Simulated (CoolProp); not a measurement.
Acetone along the isobar 14.8 MPa: fugacity coefficient from the reference equation and from simpler models built on Tc = 235.0 °C, pc = 4.692 MPa, ω = 0.307; each cubic takes its own stable root.

Model: reference Helmholtz-energy equation of state, Lemmon 2006, in CoolProp. It is a short technical equation, of lower accuracy than the large ones.

| T (°C) | phase | reference | van der Waals | Redlich-Kwong | Soave-Redlich-Kwong | Peng-Robinson |
|---|---|---|---|---|---|---|
| 110.65 | liquid | (withheld) | 0.1486 | 0.07334 | 0.04881 | 0.04558 |
| 134.35 | liquid | 0.06784 | 0.1838 | 0.1070 | 0.07930 | 0.07379 |
| 158.15 | liquid | 0.1020 | 0.2217 | 0.1476 | 0.1199 | 0.1114 |
| 181.85 | liquid | 0.1443 | 0.2613 | (withheld) | 0.1701 | 0.1579 |
| 205.65 | liquid | 0.1945 | 0.3025 | 0.2445 | 0.2292 | 0.2128 |
| 229.35 | liquid | 0.2509 | 0.3443 | 0.2982 | 0.2949 | 0.2739 |
| 253.15 | supercritical | 0.3123 | 0.3865 | 0.3535 | 0.3649 | 0.3393 |
| 276.85 | supercritical | (withheld) | 0.4281 | 0.4085 | 0.4357 | 0.4055 |

**Question.** What belongs in the gaps?

**Answer.** 
- 110.65, reference: 0.04212
- 181.85, Redlich-Kwong: 0.1937
- 276.85, reference: 0.3759
